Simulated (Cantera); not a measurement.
Input: 1 mol MgCO3, 3.3 mol H2, 18 mol O2, held at 525 K and 80000 Pa.

Equilibrium computed with Cantera from the NASA thermochemical tables; the gas is ideal and each condensed phase is pure. Candidate condensed phases: C, C6H6, C7H8, C8H18, H2O, Mg, MgCO3, MgO, Mg(OH)2; 116 gas species. Kinetics and transport are ignored.

Base state: O2 0.829, H2O 0.167, CO2 0.00365 (mole fractions); condensed: MgCO3(s) + MgO(s).

Problem. What changes in the equilibrium state with this change: H2 from 3.3 to 0.14 mol?

Solution. 
```csv
species,before,after
O2,0.829,0.989
H2O,0.167,0.00772
CO2,0.00365,0.00365
"MgCO3(s), mol",0.928,0.934
"MgO(s), mol",0.0720,0.0662
```
